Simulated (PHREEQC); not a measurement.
A solution holds 5 mmol/kgw NH4HF2, 2.6 mmol/kgw H2SiF6, 91 mmol/kgw H3PO4 and 1 mmol/kgw H2SO4, at 76 °C. Closed to the air; pH follows from the charge balance.

Model: ion-association model, phreeqc.dat, run in PHREEQC.

Precipitation was switched off in this run.

Estimate the pH.

pH 1.77.

In which forms is F present?

HF 67 %, SiF6-2 32 %, F- 1.2 % of the F.

The solution is supersaturated, for example in Quartz (slow to form), Chalcedony (slow to form), so a real one may precipitate; this is no full list. At this temperature some constants are extrapolated from 25 °C, and those without enthalpy data are left unchanged. SiF6-2 is the database's only silicon fluoride.
